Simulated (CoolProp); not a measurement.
Vapour-liquid equilibrium of n-hexane (1) + n-decane (2) at 0.3 MPa; x and y are mole fractions of (1).

Values from CoolProp's multi-fluid Helmholtz-energy mixture model, Thol 2019 and Lemmon 2006; pair parameters Kunz 2012.

```csv
x,"bubble temperature, mixture model (K)","bubble temperature, Raoult's law (K)","y, mixture model","y, Raoult's law"
0.05,483.6,478.8,0.231,0.329
0.125,(withheld),459.4,0.488,0.602
0.2,452.7,444.6,(withheld),0.748
0.275,440.4,432.9,0.769,0.832
0.35,429.8,423.5,0.841,0.885
0.425,420.9,415.7,0.890,0.919
0.5,(withheld),409.0,0.923,0.943
0.575,406.5,403.3,0.947,0.960
0.65,400.7,398.3,0.963,0.972
0.725,395.5,393.8,(withheld),0.981
0.8,391.0,389.8,(withheld),0.988
0.875,(withheld),386.3,(withheld),0.993
0.95,(withheld),383.0,0.997,0.998
```

What belongs in the gaps?


- 0.125, bubble temperature, mixture model (K): 467.1
- 0.2, y, mixture model: 0.658
- 0.5, bubble temperature, mixture model (K): 413.2
- 0.725, y, mixture model: 0.976
- 0.8, y, mixture model: 0.985
- 0.875, bubble temperature, mixture model (K): 386.9
- 0.875, y, mixture model: 0.992
- 0.95, bubble temperature, mixture model (K): 383.3

The largest gap from Raoult's law is +8.1 K in bubble temperature, at x = 0.2. No azeotrope shows between x = 0.05 and 0.95.

The pair parameters rest on a limited set of measurements; away from them the model extrapolates.
